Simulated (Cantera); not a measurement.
# H2O (abatement and gas-phase synthesis)

Input: 1 mol H2O, equilibrated at 10.0 mbar.

These are equilibrium values from Cantera (NASA tables, ideal gas, pure condensed phases), not measurements of a reactor. Candidate condensed phases: H2O; 22 gas species. Ions and electrons are included (thermal ionisation). Kinetics and transport are ignored.

```json
[
 {"T (K)": "2000", "log p H2O": "-2.02", "log p H": "-4.58", "log p O": "-5.15", "log p H2": "-3.58", "log p OH": "-4.02", "log p O2": "-3.96"},
 {"T (K)": "2250", "log p H2O": "-2.08", "log p H": "-3.69", "log p O": "-4.19", "log p H2": "-3.13", "log p OH": "-3.47", "log p O2": "-3.52"},
 {"T (K)": "2500", "log p H2O": "-2.23", "log p H": "-3.02", "log p O": "-3.46", "log p H2": "-2.84", "log p OH": "-3.09", "log p O2": "-3.23"},
 {"T (K)": "2750", "log p H2O": "-2.60", "log p H": "-2.55", "log p O": "-2.93", "log p H2": "-2.77", "log p OH": "-2.95", "log p O2": "-3.16"},
 {"T (K)": "3000", "log p H2O": "-3.33", "log p H": "-2.30", "log p O": "-2.64", "log p H2": "-2.99", "log p OH": "-3.12", "log p O2": "-3.38"},
 {"T (K)": "3250", "log p H2O": "-4.35", "log p H": "-2.21", "log p O": "-2.52", "log p H2": "-3.44", "log p OH": "-3.52", "log p O2": "-3.84"},
 {"T (K)": "3500", "log p H2O": "-5.38", "log p H": "-2.19", "log p O": "-2.49", "log p H2": "-3.92", "log p OH": "-3.99", "log p O2": "-4.37"},
 {"T (K)": "3750", "log p H2O": "-6.32", "log p H": "-2.18", "log p O": "-2.48", "log p H2": "-4.36", "log p OH": "-4.42", "log p O2": "-4.86"},
 {"T (K)": "4000", "log p H2O": "-7.16", "log p H": "-2.18", "log p O": "-2.48", "log p H2": "-4.76", "log p OH": "-4.81", "log p O2": "-5.30"},
 {"T (K)": "4250", "log p H2O": "-7.91", "log p H": "-2.18", "log p O": "-2.48", "log p H2": "-5.11", "log p OH": "-5.16", "log p O2": "-5.70"},
 {"T (K)": "4500", "log p H2O": "-8.57", "log p H": "-2.18", "log p O": "-2.48", "log p H2": "-5.43", "log p OH": "-5.47", "log p O2": "-6.05"},
 {"T (K)": "4750", "log p H2O": "-9.16", "log p H": "-2.18", "log p O": "-2.48", "log p H2": "-5.71", "log p OH": "-5.75", "log p O2": "-6.36"},
 {"T (K)": "5000", "log p H2O": "-9.70", "log p H": "-2.18", "log p O": "-2.48", "log p H2": "-5.97", "log p OH": "-6.00", "log p O2": "-6.65"}
]
```
log p: log10 of the partial pressure in bar; nothing condenses.

From 2000 K to 5000 K nothing is condensed.
